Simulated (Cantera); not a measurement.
Charge: 1 mol B2O3, 41 mol N2, 61 mol H2, held at 1700 K.

Cantera equilibrium calculation (NASA polynomials, part measured and part estimated; ideal gas, pure solids and liquids). Candidate condensed phases: B, BN, B2O3, B3O3H3, H2O; 39 gas species. Mutual solubility and eutectic melting of coexisting phases are not modelled. Kinetics and transport are ignored.

log p: log10 of the partial pressure in bar; n: condensed amount in mol.

```json
[
 {"P (Pa)": "10", "log p H2": "-4.24", "log p N2": "-4.40", "log p H": "-5.95", "log p HBO2": "-6.20", "n BN(s)": "0", "n B2O3(l)": "0"},
 {"P (Pa)": "28", "log p H2": "-3.79", "log p N2": "-3.95", "log p H": "-5.73", "log p HBO2": "-5.76", "n BN(s)": "0", "n B2O3(l)": "0"},
 {"P (Pa)": "77", "log p H2": "-3.35", "log p N2": "-3.51", "log p H": "-5.51", "log p HBO2": "-5.32", "n BN(s)": "0", "n B2O3(l)": "0"},
 {"P (Pa)": "220", "log p H2": "[?]", "log p N2": "[?]", "log p H": "[?]", "log p HBO2": "[?]", "n BN(s)": "0", "n B2O3(l)": "0"},
 {"P (Pa)": "600", "log p H2": "-2.46", "log p N2": "-2.62", "log p H": "-5.06", "log p HBO2": "-4.43", "n BN(s)": "0", "n B2O3(l)": "0"},
 {"P (Pa)": "1700", "log p H2": "[?]", "log p N2": "[?]", "log p H": "[?]", "log p HBO2": "[?]", "n BN(s)": "0", "n B2O3(l)": "0"},
 {"P (Pa)": "4600", "log p H2": "-1.57", "log p N2": "-1.74", "log p H": "-4.62", "log p HBO2": "-3.55", "n BN(s)": "0", "n B2O3(l)": "0"},
 {"P (Pa)": "13000", "log p H2": "-1.12", "log p N2": "-1.29", "log p H": "-4.39", "log p HBO2": "-3.04", "n BN(s)": "0.105", "n B2O3(l)": "0"},
 {"P (Pa)": "36000", "log p H2": "-0.68", "log p N2": "-0.84", "log p H": "-4.17", "log p HBO2": "-2.52", "n BN(s)": "0.299", "n B2O3(l)": "0"},
 {"P (Pa)": "100000", "log p H2": "-0.23", "log p N2": "-0.40", "log p H": "-3.95", "log p HBO2": "-2.20", "n BN(s)": "0.359", "n B2O3(l)": "0.310"}
]
```

Question: Some entries are withheld; supply them.

Answer: 
- 1700, log p H2: -2.00
- 1700, log p N2: -2.17
- 1700, log p H: -4.83
- 1700, log p HBO2: -3.98
- 220, log p H2: -2.89
- 220, log p N2: -3.06
- 220, log p H: -5.28
- 220, log p HBO2: -4.87
